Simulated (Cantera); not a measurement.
Feed: 1 mol SiH₂Cl₂, 0.011 mol CH₄, 14 mol H₂, at 2275 K and 10000 Pa.

Method: chemical equilibrium by Gibbs-energy minimisation in Cantera with the NASA 1993 tables (ideal gas, pure condensed phases). Candidate condensed phases: C, C₆H₆, C₇H₈, C₈H₁₈, Si, SiC; 109 gas species. The tables' values for SiCl, SiCl₃ are old estimates; treat these amounts as uncertain. Gases not in the tables: Si₂H₆ and higher silanes. Kinetics and transport are ignored.

Base state: H₂ 0.859, HCl 0.0866, H 0.0249, SiCl₂ 0.0157, Si 0.00745, SiCl 0.00204, Cl 0.00181, SiH 0.000839 (mole fractions); condensed: Si(l).

Task: What changes in the equilibrium state with this change: pressure from 10000 Pa to 15000 Pa?

Result: 
```json
[
 {"species": "H₂", "before": "0.859", "after": "0.866"},
 {"species": "HCl", "before": "0.0866", "after": "0.0876"},
 {"species": "H", "before": "0.0249", "after": "0.0204"},
 {"species": "Si", "before": "0.00745", "after": "0.00496"},
 {"species": "SiCl₂", "before": "0.0157", "after": "0.0159"},
 {"species": "Si₃", "before": "2.60e-5", "after": "1.73e-5"},
 {"species": "Si₂", "before": "0.000137", "after": "9.16e-5"},
 {"species": "Si₂C", "before": "0.000531", "after": "0.000373"},
 {"species": "SiC₂", "before": "1.52e-5", "after": "1.13e-5"},
 {"species": "Si(l), mol", "before": "0.544", "after": "0.596"},
 {"species": "SiC(s), mol", "before": "0", "after": "0.00253"}
]
```
Mutual solubility and eutectic melting of coexisting phases are not modelled.

Task: What changes in the equilibrium state with this change: H₂ from 14 to 170 mol?

Result: 
```csv
species,before,after
H₂,0.859,0.957
H,0.0249,0.0263
HCl,0.0866,0.0108
SiCl₂,0.0157,0.000130
Si,0.00745,0.00445
SiCl₃,4.57e-5,4.49e-8
SiC₂,1.52e-5,6.73e-7
"Si(l), mol",0.544,0
```
The tables' values for SiCl are old estimates; treat these amounts as uncertain.

Task: What changes in the equilibrium state with this change: temperature from 2275 K to 1725 K?

Result: 
| species | before | after |
|---|---|---|
| H₂ | 0.859 | 0.899 |
| HCl | 0.0866 | 0.0774 |
| SiCl₂ | 0.0157 | 0.0230 |
| H | 0.0249 | 0.000557 |
| SiC₂ | 1.52e-5 | <1e-9 |
| Si₂C | 0.000531 | 7.10e-8 |
| Si(l), mol | 0.544 | 0.612 |
| SiC(s), mol | 0 | 0.0110 |
Mutual solubility and eutectic melting of coexisting phases are not modelled. The tables' values for SiCl₃, SiCl are old estimates; treat these amounts as uncertain.
